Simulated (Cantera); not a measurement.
What does this Cantera script print?

```python
import numpy as np
import cantera as ct

gas_names = """
    CL CLO CL2 H HCL HOCL HO2 H2 H2O H2O2 Mg MgCL MgCL2 MgH MgO MgOH MgO2H2 Mg2 O OH O2 O3
""".split()
cond_names = """
    H2O(s) H2O(L) Mg(cr) Mg(L) MgCL2(s) MgCL2(L) MgO(s) MgO(L) MgO2H2(s)
""".split()


# ... load() reads the species with a 1 bar reference pressure and builds the phases ...
atoms = {
    'MgCl2': {'Mg': 1, 'CL': 2},
    'H2O': {'H': 2, 'O': 1},
    'H2': {'H': 2},
}
top_T = {}  # K; cautious upper limits of use, not melting points


# ... equilibrate(T, P, feed) seeds the gas with the atoms and calls Mixture.equilibrate('TP', solver="vcs", rtol=1e-11, max_steps=5000) ...
results = []
feed = {'MgCl2': 1, 'H2O': 6.6, 'H2': 0.99}  # mol
P = 96  # Pa
for T in [1425, 1475, 1525, 1575, 1625, 1675, 1725, 1775, 1825, 1875, 1925, 1975, 2025]:
    mix = equilibrate(T, P, feed)
    results.append((T, P, feed, dict(zip(mix.species_names, mix.species_moles))))
    x = sorted(zip(gas.X, gas.species_names), reverse=True)
    print(f"T = {T:g} K  P = {P:g} Pa  gas = {mix.phase_moles(0):.4g} mol")
    print("   x: " + "  ".join(f"{s} {v:.3e}" for v, s in x if v > 1e-05))
    print("   condensed (mol): " + ("  ".join(f"{mix.phase(i).name} {mix.phase_moles(i):.4g}"
          for i in range(1, mix.n_phases) if mix.phase_moles(i) > 1e-12) or "none"))
```

Result:

```
T = 1425 K  P = 96 Pa  gas = 8.591 mol
   x: H2O 6.521e-01  HCL 2.322e-01  H2 1.153e-01  MgCL2 2.583e-04  CL 1.233e-04  H 7.475e-05
   condensed (mol): MgO(s) 0.9978
T = 1475 K  P = 96 Pa  gas = 8.592 mol
   x: H2O 6.522e-01  HCL 2.318e-01  H2 1.153e-01  MgCL2 3.838e-04  CL 2.315e-04  H 1.421e-04  OH 2.107e-05
   condensed (mol): MgO(s) 0.9967
T = 1525 K  P = 96 Pa  gas = 8.593 mol
   x: H2O 6.522e-01  HCL 2.312e-01  H2 1.153e-01  MgCL2 5.537e-04  CL 4.170e-04  H 2.593e-04  OH 4.550e-05
   condensed (mol): MgO(s) 0.9952
T = 1575 K  P = 96 Pa  gas = 8.595 mol
   x: H2O 6.522e-01  HCL 2.304e-01  H2 1.154e-01  MgCL2 7.775e-04  CL 7.229e-04  H 4.555e-04  OH 9.356e-05
   condensed (mol): MgO(s) 0.9933
T = 1625 K  P = 96 Pa  gas = 8.599 mol
   x: H2O 6.521e-01  HCL 2.292e-01  H2 1.154e-01  CL 1.210e-03  MgCL2 1.064e-03  H 7.737e-04  OH 1.840e-04
   condensed (mol): MgO(s) 0.9908
T = 1675 K  P = 96 Pa  gas = 8.606 mol
   x: H2O 6.518e-01  HCL 2.276e-01  H2 1.156e-01  CL 1.959e-03  MgCL2 1.421e-03  H 1.274e-03  OH 3.475e-04  Mg 1.057e-05
   condensed (mol): MgO(s) 0.9876
T = 1725 K  P = 96 Pa  gas = 8.615 mol
   x: H2O 6.512e-01  HCL 2.254e-01  H2 1.158e-01  CL 3.074e-03  H 2.039e-03  MgCL2 1.852e-03  OH 6.321e-04  Mg 2.883e-05  O2 2.226e-05
   condensed (mol): MgO(s) 0.9837
T = 1775 K  P = 96 Pa  gas = 8.63 mol
   x: H2O 6.501e-01  HCL 2.223e-01  H2 1.161e-01  CL 4.684e-03  H 3.183e-03  MgCL2 2.358e-03  OH 1.110e-03  Mg 7.429e-05  O2 5.910e-05  O 2.375e-05  MgCL 1.494e-05
   condensed (mol): MgO(s) 0.9788
T = 1825 K  P = 96 Pa  gas = 8.653 mol
   x: H2O 6.481e-01  HCL 2.183e-01  H2 1.166e-01  CL 6.932e-03  H 4.853e-03  MgCL2 2.932e-03  OH 1.886e-03  Mg 1.820e-04  O2 1.480e-04  O 6.032e-05  MgCL 2.990e-05
   condensed (mol): MgO(s) 0.9727
T = 1875 K  P = 96 Pa  gas = 8.687 mol
   x: H2O 6.448e-01  HCL 2.131e-01  H2 1.173e-01  CL 9.969e-03  H 7.245e-03  MgCL2 3.557e-03  OH 3.105e-03  Mg 4.264e-04  O2 3.496e-04  O 1.452e-04  MgCL 5.736e-05  MgOH 2.036e-05
   condensed (mol): MgO(s) 0.9646
T = 1925 K  P = 96 Pa  gas = 8.738 mol
   x: H2O 6.393e-01  HCL 2.064e-01  H2 1.183e-01  CL 1.393e-02  H 1.061e-02  OH 4.957e-03  MgCL2 4.208e-03  Mg 9.607e-04  O2 7.801e-04  O 3.317e-04  MgCL 1.058e-04  MgOH 4.094e-05  MgO2H2 1.345e-05
   condensed (mol): MgO(s) 0.9534
T = 1975 K  P = 96 Pa  gas = 8.815 mol
   x: H2O 6.307e-01  HCL 1.981e-01  H2 1.197e-01  CL 1.889e-02  H 1.528e-02  OH 7.671e-03  MgCL2 4.850e-03  Mg 2.093e-03  O2 1.641e-03  O 7.204e-04  MgCL 1.883e-04  MgOH 7.952e-05  MgO2H2 2.023e-05  MgO 1.307e-05
   condensed (mol): MgO(s) 0.9361
T = 2025 K  P = 96 Pa  gas = 8.934 mol
   x: H2O 6.175e-01  HCL 1.878e-01  H2 1.215e-01  CL 2.485e-02  H 2.165e-02  OH 1.150e-02  MgCL2 5.436e-03  Mg 4.434e-03  O2 3.253e-03  O 1.489e-03  MgCL 3.237e-04  MgOH 1.496e-04  MgO 3.495e-05  MgO2H2 2.956e-05
   condensed (mol): MgO(s) 0.907
```

These are equilibrium values from Cantera (NASA tables, ideal gas, pure condensed phases), not measurements of a reactor.
